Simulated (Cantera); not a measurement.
## NO annealing gas

A perfectly stirred reactor is fed with 55.6 % NO, 44.4 % N2, at 45000 Pa; it is held at 1775 K, and followed from long to short residence time.

Computed with Cantera and GRI-Mech 3.0 (53 species, 325 reactions).

| τ (s) | x NO | x NO2 | x N2 | x O | x N2O |
|---|---|---|---|---|---|
| 0.64 | 0.524 | 0.000285 | 0.460 | 2.19e-5 | 0.000108 |
| 0.30 | 0.540 | 0.000231 | 0.452 | 1.76e-5 | 0.000115 |
| 0.14 | 0.548 | 0.000194 | 0.448 | 1.49e-5 | 0.000116 |
| 0.066 | 0.552 | 0.000171 | 0.446 | 1.32e-5 | 0.000114 |
| 0.031 | 0.554 | 0.000153 | 0.445 | 1.20e-5 | 0.000107 |
| 0.014 | 0.555 | 0.000132 | 0.445 | 1.06e-5 | 9.22e-5 |
| 0.0067 | 0.555 | 0.000105 | 0.445 | 8.89e-6 | 7.22e-5 |
x: mole fraction; the columns are a selection and need not sum to one.
